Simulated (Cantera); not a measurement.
Cantera with NASA thermochemical tables; ideal gases at 1 bar, condensed phases pure. Values are per mole of reaction as written; species without (g) are pure solids or liquids, kept so even where they would boil at 1 bar.

Problem. Between 300 and 2050 K, where is each reaction favourable under standard conditions?
- 2 V2O5 + H2(g) = 2 OH(g) + 4 VO2(g)

Solution. 
- 2 V2O5 + H2(g) = 2 OH(g) + 4 VO2(g): ΔG° is 1938 kJ at 300 K and 488 kJ at 2050 K; it stays positive (K < 1). ΔH° is 1925 kJ and ΔS° 701 J/K at 2050 K.
